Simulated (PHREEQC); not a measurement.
Consider water at 25 °C with 0.0024 mol NaOH, 2.1e-05 mol H4SiO4 and 0.0019 mol K2CO3 per kg of water. Closed to the air; pH follows from the charge balance.

Model: ion-association model, phreeqc.dat, run in PHREEQC.

| quantity | before | after |
|---|---|---|
| pH | 11.35 | 9.59 |
| ionic strength (mol/kgw) | 0.00787 | 6.50e-5 |
| CO3-2 (mol/kgw) | 0.00172 | 3.01e-6 |
| HCO3- (mol/kgw) | 0.000125 | 1.60e-5 |
| NaCO3- (mol/kgw) | 5.26e-5 | 1.30e-9 |
| H3SiO4- (mol/kgw) | 2.00e-5 | 7.72e-8 |
| SI of Quartz (SiO2) | -2.28 | -2.90 |

Q: Name the change that produced these shifts.
A. H4SiO4 replaced by Na2SiF6 at the same molality
B. NaOH replaced by Na3PO4 at the same molality
C. diluted 100-fold with water
D. temperature from 25 to 55 °C

A: C, diluted 100-fold with water

No solid was allowed to form.
